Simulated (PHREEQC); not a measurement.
A solution holds 0.00065 mol HF, 0.00099 mol (CH3)4NF, 1.4e-05 mol (NH4)2SiF6 and 0.00013 mol H2SO4 per kg of water, at 25 °C. Closed to the air; pH follows from the charge balance.

The numbers come from PHREEQC with the ion-association model, wateq4f.dat.

This is a speciation only: nothing precipitates in the calculation.

Problem. What pH does the model give?

Solution. pH 3.45.

Problem. In which forms is Si present?

Solution. H4SiO4 95 %, SiF6-2 4.6 % of the Si.

(CH3)4N+ isn't in the database: it is added as a free cation with an ion size of 4 Å. SiF6-2 is the database's only silicon fluoride.
